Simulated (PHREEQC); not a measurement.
Solution (55 °C): 0.56 mol/kgw H2SO4 and 0.051 mol/kgw Li2SO4. Closed to the air; pH follows from the charge balance.

Computed with PHREEQC (ion-association model, phreeqc.dat).

Each row changes one thing in this solution. No solid was allowed to form.

```tsv
case	pH	ionic strength (mol/kgw)	HSO4- (mol/kgw)	SO4-2 (mol/kgw)
as made	0.39	0.673	0.577	0.0312
Li2SO4 from 0.051 to 0.0102 mol/kgw	0.37	0.623	0.543	0.0264
diluted 100-fold with water	2.14	0.0121	0.00311	0.00299
Li2SO4 left out	0.36	0.611	0.535	0.0254
H2SO4 replaced by ZnSO4 at the same molality	5.14	1.13	?	0.186
H2SO4 from 0.56 to 0.616 mol/kgw	0.35	0.732	0.632	0.0324
temperature from 55 to 65 °C	?	0.661	?	0.0249
```

Task: What belongs in the gaps?

Result: 
- H2SO4 replaced by ZnSO4 at the same molality, HSO4- (mol/kgw): 4.48e-5
- temperature from 55 to 65 °C, pH: 0.40
- temperature from 55 to 65 °C, HSO4- (mol/kgw): 0.584

The ionic strength passes 0.7 mol/kgw, the rough limit of the ion-association models, in H2SO4 replaced by ZnSO4 at the same molality; H2SO4 from 0.56 to 0.616 mol/kgw. Constants without temperature data keep their 25 °C values here.
